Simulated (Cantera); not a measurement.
An isothermal, constant-pressure homogeneous reactor starts with CO : O₂ : H₂O : N₂ = 0.0084 : 0.018 : 0.016 : 1 (molar parts), equivalence ratio 0.23, at 1225 K and 500000 Pa. Integrator tolerance rtol = 1e-08.

Computed with Cantera and GRI-Mech 3.0 (53 species, 325 reactions).

Question: What does this change do: temperature 1225 to 900 K?

Answer: 
| quantity | before | after |
|---|---|---|
| x(CO) at 4.00 s | 9.81e-10 (gas-phase equilibrium 9.82e-10) | 0.00735 (gas-phase equilibrium <1e-12) |
| x(O₂) at 4.00 s | 0.0133 (gas-phase equilibrium 0.0133) | 0.0169 (gas-phase equilibrium 0.0133) |
| x(H₂O) at 4.00 s | 0.0154 (gas-phase equilibrium 0.0154) | 0.0154 (gas-phase equilibrium 0.0154) |
| x(H₂) at 4.00 s | 1.27e-9 (gas-phase equilibrium 1.27e-9) | 1.35e-6 (gas-phase equilibrium <1e-12) |
| x(NO) at 4.00 s | 3.30e-8 (gas-phase equilibrium 6.59e-5) | <1e-12 (gas-phase equilibrium 2.58e-6) |
| x(HO₂) at 4.00 s | 1.30e-9 (gas-phase equilibrium 1.30e-9) | 6.98e-7 (gas-phase equilibrium 1.17e-11) |
| x(CO₂) at 4.00 s | 0.00809 (gas-phase equilibrium 0.00809) | 0.000715 (gas-phase equilibrium 0.00809) |

Question: What does this change do: temperature 1225 to 973 K?

Answer: 
| quantity | before | after |
|---|---|---|
| x(CO) at 4.00 s | 9.81e-10 (gas-phase equilibrium 9.82e-10) | 0.00279 (gas-phase equilibrium <1e-12) |
| x(O₂) at 4.00 s | 0.0133 (gas-phase equilibrium 0.0133) | 0.0147 (gas-phase equilibrium 0.0133) |
| x(H₂O) at 4.00 s | 0.0154 (gas-phase equilibrium 0.0154) | 0.0154 (gas-phase equilibrium 0.0154) |
| x(H₂) at 4.00 s | 1.27e-9 (gas-phase equilibrium 1.27e-9) | 6.22e-6 (gas-phase equilibrium 2.30e-12) |
| x(NO) at 4.00 s | 3.30e-8 (gas-phase equilibrium 6.59e-5) | 6.71e-12 (gas-phase equilibrium 6.45e-6) |
| x(HO₂) at 4.00 s | 1.30e-9 (gas-phase equilibrium 1.30e-9) | 1.28e-6 (gas-phase equilibrium 4.42e-11) |
| x(CO₂) at 4.00 s | 0.00809 (gas-phase equilibrium 0.00809) | 0.00529 (gas-phase equilibrium 0.00809) |
